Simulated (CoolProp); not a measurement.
R407C at several states: Z from the reference equation and from simpler models built on Tc = 359.3 K, pc = 4632 kPa, ω = 0.363; each cubic takes its own stable root.

Values from CoolProp's reference Helmholtz-energy equation of state, Lemmon 2003. It is a pseudo-pure fit of the blend.

| T (K) | p (kPa) | phase | reference |
|---|---|---|---|
| 231.8 | 246 | liquid | 0.008008 |
| 450 | 2300 | gas | 0.9194 |
| 346.4 | 321 | gas | 0.9703 |

### Question
How far does each simpler model (Redlich-Kwong, Soave-Redlich-Kwong) lie from the reference over these 3 states: mean and median of the absolute difference, and the worst?

### Answer
- Redlich-Kwong: mean 6.3 %, median 0.9 %, worst +17.7 % at 231.8 K and 246 kPa
- Soave-Redlich-Kwong: mean 4.4 %, median 1.2 %, worst +11.9 % at 231.8 K and 246 kPa
